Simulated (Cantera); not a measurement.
Charge: 1 mol Si, 0.03 mol CO2, 240 mol N2, held at 1950 °C and 76.0 mbar.

These are equilibrium values from Cantera (NASA tables, ideal gas, pure condensed phases), not measurements of a reactor. Candidate condensed phases: C, Si, SiC, SiO2, Si2N2O, Si3N4; 34 gas species. The tables' values for SiN are old estimates; treat these amounts as uncertain. The numbers say what is thermodynamically allowed, not how fast it happens.

Base state: N2 0.996, Si 0.00348, SiO 0.000167, SiN 0.000154, Si2N 9.63e-5, CO 8.23e-5, Si2C 4.02e-5, Si2 3.35e-5 (mole fractions); condensed: gas only.

Task: What changes in the equilibrium state with this change: N2 from 240 to 3.1 mol?

Result: 
| species | before | after |
|---|---|---|
| N2 | 0.996 | 0.974 |
| SiO | 0.000167 | 0.00996 |
| CO | 8.23e-5 | 0.00890 |
| Si2C | 4.02e-5 | 0.000384 |
| Si3 | 3.72e-6 | 1.96e-5 |
| Si2 | 3.35e-5 | 0.000101 |
| Si2N | 9.63e-5 | 0.000288 |
| Si | 0.00348 | 0.00605 |
| Si(l), mol | 0 | 0.943 |
| SiC(s), mol | 0 | 0.000395 |
Mutual solubility and eutectic melting of coexisting phases are not modelled.
